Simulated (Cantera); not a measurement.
Charge: 1 mol Si₂H₆, 0.58 mol Cl₂, 55 mol H₂, held at 1473.15 K and 75.0 Torr.

These are equilibrium values from Cantera (NASA tables, ideal gas, pure condensed phases), not measurements of a reactor. Candidate condensed phases: Si; 19 gas species. The feed counts by its element totals alone. The tables' values for SiCl₃ are old estimates; treat these amounts as uncertain. Rates play no part.

Base state: H₂ 0.981, HCl 0.0177, SiCl₂ 0.00101, H 3.97e-5, SiCl₃ 1.69e-5 (mole fractions); condensed: Si(s).

Problem. What changes in the equilibrium state with this change: temperature from 1473.15 K to 1225 K?

Solution. 
| species | before | after |
|---|---|---|
| H₂ | 0.981 | 0.982 |
| HCl | 0.0177 | 0.0172 |
| SiCl₂ | 0.00101 | 0.000735 |
| SiCl₄ | 9.70e-7 | 8.58e-5 |
| H | 3.97e-5 | 9.76e-7 |
| SiHCl₃ | 5.05e-6 | 0.000153 |
| SiH₂Cl₂ | 4.12e-6 | 3.64e-5 |
| SiCl₃ | 1.69e-5 | 8.93e-5 |
| Si(s), mol | 1.94 | 1.94 |
